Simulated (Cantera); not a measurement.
An isothermal, constant-pressure homogeneous reactor starts with CH4 : H2 : CO2 = 0.021 : 1 : 0.024 (molar parts), at 2973 K and 100.0 Torr.

Detailed kinetics in Cantera: GRI-Mech 3.0 (53 species, 325 reactions).

x: mole fraction; the columns are a selection and need not sum to one.

| t (s) | x CH4 | x H2 | x CO2 | x C2H | x CO | x CH2O | x O2 |
|---|---|---|---|---|---|---|---|
| 5.00e-6 | 0.0170 | 0.948 | 0.0223 | 6.49e-9 | 0.000557 | 9.32e-7 | 2.91e-10 |
| 2.29e-5 | 0.0107 | 0.916 | 0.0139 | 4.74e-6 | 0.00863 | 3.76e-6 | 1.08e-8 |
| 0.000105 | 0.00157 | 0.877 | 0.000138 | 8.40e-5 | 0.0236 | 1.77e-6 | 1.90e-7 |
| 0.000478 | 0.000246 | 0.850 | 5.53e-5 | 8.14e-5 | 0.0304 | 3.80e-7 | 1.71e-7 |
| 0.00219 | [?] | 0.782 | [?] | [?] | 0.0371 | [?] | [?] |
| 0.0100 | 9.34e-11 | 0.664 | 1.42e-5 | <1e-12 | 0.0352 | 1.45e-9 | 9.32e-8 |
| 0.0457 | 6.12e-11 | 0.642 | 1.40e-5 | <1e-12 | 0.0347 | 1.20e-9 | 1.11e-7 |
| 0.209 | 6.12e-11 | 0.642 | 1.40e-5 | <1e-12 | 0.0347 | 1.20e-9 | 1.11e-7 |
| 0.956 | 6.12e-11 | 0.642 | 1.40e-5 | <1e-12 | 0.0347 | 1.20e-9 | 1.11e-7 |
| 4.37 | 6.12e-11 | 0.642 | 1.40e-5 | <1e-12 | 0.0347 | 1.20e-9 | 1.11e-7 |
| 20.0 | 6.12e-11 | 0.642 | 1.40e-5 | <1e-12 | 0.0347 | 1.20e-9 | 1.11e-7 |

Q: Some entries are withheld; supply them.

A: 
- 0.00219, x CH4: 1.13e-5
- 0.00219, x CO2: 1.86e-5
- 0.00219, x C2H: 9.03e-6
- 0.00219, x CH2O: 1.92e-8
- 0.00219, x O2: 4.25e-8
